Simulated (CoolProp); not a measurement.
A Linde-Hampson liquefier for carbon monoxide: isothermal reversible compression at 290 K from 1 atm to 20 MPa, throttling to 1 atm, return gas leaving the recuperator 2 K below the feed. Each further row changes one setting.

Computed with CoolProp (reference Helmholtz-energy equation of state, Lemmon 2006). It is a short technical equation, of lower accuracy than the large ones.

```tsv
case	liquid yield per pass	compression work (kJ/kg of gas)
as stated	0.089	453
high pressure 40 MPa	0.112	519
warm-end temperature 320 K	0.065	503
warm-end gap 7 K	0.078	453
```
